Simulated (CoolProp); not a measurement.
Values from CoolProp's reference Helmholtz-energy equation of state, Lemmon 2013.

Task: Give the vapour pressure (bar), enthalpy of vaporisation (kJ/kg), liquid viscosity (µPa s), vapour viscosity (µPa s) of saturated propylene at 55.05 °C.

Result: 
```
T (°C)  p (bar)  enthalpy of vaporisation (kJ/kg)  liquid viscosity (µPa s)  vapour viscosity (µPa s)
------  -------  --------------------------------  ------------------------  ------------------------
55.05      22.8                               265                      70.2                      11.0
```

Viscosity comes from a separate model (Huber 2003), an estimate that may be off by 10 % or more.
